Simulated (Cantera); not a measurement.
Input: 1 mol Cu2O, 1.1 mol CO, at 1.00 bar.

Method: chemical equilibrium by Gibbs-energy minimisation in Cantera with the NASA 1993 tables (ideal gas, pure condensed phases). Candidate condensed phases: C, Cu, CuO, Cu2O; 15 gas species. The numbers say what is thermodynamically allowed, not how fast it happens.

Problem. At 1575 K, list the 3 most abundant gas species with their mole fractions, and the condensed phases.

Solution. CO2 0.909, CO 0.0909, Cu 2.73e-5. Condensed: Cu(l).
